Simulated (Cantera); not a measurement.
An isothermal, constant-pressure homogeneous reactor starts with C2H6 : N2 = 1 : 30 (molar parts), at 1573 K and 1.60 bar.

Computed with Cantera and GRI-Mech 3.0 (53 species, 325 reactions). GRI-Mech 3.0 stops at C3 and has no aromatics, soot or wall deposition, so with more carbon than oxygen in the feed, carbon stays in small species such as C2H2 where larger ones or solid carbon would form.

x: mole fraction; the columns are a selection and need not sum to one.

```csv
t (s),x C2H6,x CH4,x HCN,x C2H4,x H2
8.00e-5,0.0148,0.00373,2.84e-7,0.0128,0.0138
0.000363,…,0.00835,4.28e-7,…,…
0.00165,1.56e-5,0.00872,4.34e-7,0.00696,0.0414
0.00750,…,0.00863,4.32e-7,…,0.0464
0.0341,3.63e-6,0.00829,4.33e-7,0.000312,0.0483
0.155,2.63e-6,0.00706,4.39e-7,0.000318,0.0501
0.704,9.77e-7,0.00423,4.60e-7,0.000347,0.0542
3.20,2.39e-7,0.00187,5.08e-7,0.000376,0.0576
14.5,1.80e-7,0.00153,6.49e-7,0.000381,0.0580
66.0,1.80e-7,0.00153,1.29e-6,0.000381,0.0580
300,1.80e-7,0.00153,4.43e-6,0.000381,0.0580
```

Complete the blanks.


- 0.000363, x C2H6: 0.000854
- 0.000363, x C2H4: 0.0145
- 0.000363, x H2: 0.0331
- 0.00750, x C2H6: 4.23e-6
- 0.00750, x C2H4: 0.00189
